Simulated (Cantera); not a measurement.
A closed system holds: 1 mol Nb2O5, 43 mol H2, equilibrated at 848.15 K and 10.0 mbar.

These are equilibrium values from Cantera (NASA tables, ideal gas, pure condensed phases), not measurements of a reactor. Candidate condensed phases: H2O, Nb, NbO, NbO2, Nb2O5; 12 gas species. Condensed phases not in the tables: the oxides between NbO2 and Nb2O5. Equilibrium is a limit: real reactors are often held back by kinetics, nucleation or transport.

Base state: H2 0.999, H2O 0.00139 (mole fractions); condensed: NbO2(s) + Nb2O5(s).

Question: What changes in the equilibrium state with this change: temperature from 848.15 K to 1123.15 K?

Answer: 
```json
[
 {"species": "H2", "before": "0.999", "after": "0.987"},
 {"species": "H2O", "before": "0.00139", "after": "0.0128"},
 {"species": "NbO2(s), mol", "before": "0.120", "after": "1.10"},
 {"species": "Nb2O5(s), mol", "before": "0.940", "after": "0.449"}
]
```
Mutual solubility and eutectic melting of coexisting phases are not modelled.
